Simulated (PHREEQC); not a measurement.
Solution (25 °C): 0.00049 mol Ca(HCO3)2, 0.00043 mol NaHCO3 and 0.00038 mol KCl per kg of water. Closed to the air; pH follows from the charge balance.

The numbers come from PHREEQC with the ion-association model, wateq4f.dat.

Task: The ionic strength comes out as 0.00226 mol/kgw. What activity coefficients do HCO3-, Na+, K+, OH-, Ca+2 get?

Result: HCO3- 0.95, Na+ 0.95, K+ 0.95, OH- 0.95, Ca+2 0.81.

This is a speciation only: nothing precipitates in the calculation.
